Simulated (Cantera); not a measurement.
A freely propagating, adiabatic, planar premixed flame of H₂ : O₂ : N₂ : H₂O = 1 : 0.208 : 0.783 : 0.049 (molar parts), equivalence ratio 2.4, unburnt at 523 K and 10.0 bar; mixture-averaged transport, grid criteria slope 0.08 and curve 0.16, no radiation.

Cantera simulation using the H2/O2 subset of GRI-Mech 3.0, which has no nitrogen chemistry; the numbers are that mechanism's predictions, not measurements. The hydrogen kinetics of GRI-Mech 3.0 are dated; newer H2 mechanisms differ, most at raised pressure. Burning velocities carry a grid error of a few per cent, more on coarse grids.

### Question
How do the results move with these cheaper or finer settings: unity-Lewis-number transport; multicomponent transport; multicomponent+Soret transport; grid criteria slope 0.5, curve 1; grid criteria slope 0.25, curve 0.5; grid criteria slope 0.03, curve 0.06?

### Answer
| setting | laminar burning velocity | thermal thickness | peak x(H₂O₂) | peak x(O) | grid points |
|---|---|---|---|---|---|
| as above | 504 cm/s | 0.0251 mm | 0.000130 | 0.000797 | 116 |
| unity-Lewis-number transport | 324 cm/s | 0.0280 mm | 8.29e-5 | 0.000550 | 107 |
| multicomponent transport | 499 cm/s | 0.0253 mm | 0.000126 | 0.000780 | 116 |
| multicomponent+Soret transport | 488 cm/s | 0.0244 mm | 0.000141 | 0.000816 | 116 |
| grid criteria slope 0.5, curve 1 | 549 cm/s | 0.0332 mm | 0.000122 | 0.000690 | 42 |
| grid criteria slope 0.25, curve 0.5 | 517 cm/s | 0.0271 mm | 0.000133 | 0.000793 | 54 |
| grid criteria slope 0.03, curve 0.06 | 497 cm/s | 0.0245 mm | 0.000131 | 0.000791 | 257 |
Unity Lewis numbers drop preferential diffusion, which matters most where H2 and H carry the flame; Soret adds thermal diffusion.
